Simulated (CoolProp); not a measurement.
Model: reference Helmholtz-energy equation of state, Smukala 2000, in CoolProp.

### Question
For ethylene, give the phase and the Z, cp (kJ/(kg K)), cv (kJ/(kg K)), expansivity (1/kK) at 270.9 K and 1630 kPa; 203.8 K and 15200 kPa.

### Answer
- 270.9 K and 1630 kPa: gas; Z 0.862, cp 1.76, cv 1.22, expansivity 5.82
- 203.8 K and 15200 kPa: liquid; Z 0.469, cp 2.38, cv 1.34, expansivity 2.53
